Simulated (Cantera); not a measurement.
An adiabatic, constant-pressure homogeneous reactor starts with 21.9 % H2, 16.4 % O2, 61.7 % N2, equivalence ratio 0.67, at 1700 K and 5.00 bar.

Cantera simulation using the H2/O2 subset of GRI-Mech 3.0, which has no nitrogen chemistry; the numbers are that mechanism's predictions, not measurements. The hydrogen kinetics of GRI-Mech 3.0 are dated; newer H2 mechanisms differ, most at raised pressure.

**Question.** Predict: time of steepest temperature rise; temperature at 0.100 s; equilibrium temperature; x(H2) at 0.100 s; x(O2) at 0.100 s; x(H) at 0.100 s; x(HO2) at 0.100 s; x(H2O2) at 0.100 s.

**Answer.** 
```
Property                                                             Value
---------------------------------  ---------------------------------------
time of steepest temperature rise                                  1.57 µs
temperature at 0.100 s                                              2906 K
equilibrium temperature                                             2906 K
x(H2) at 0.100 s                     0.0130 (gas-phase equilibrium 0.0130)
x(O2) at 0.100 s                     0.0555 (gas-phase equilibrium 0.0555)
x(H) at 0.100 s                    0.00602 (gas-phase equilibrium 0.00602)
x(HO2) at 0.100 s                  2.83e-5 (gas-phase equilibrium 2.83e-5)
x(H2O2) at 0.100 s                 1.66e-6 (gas-phase equilibrium 1.66e-6)
```
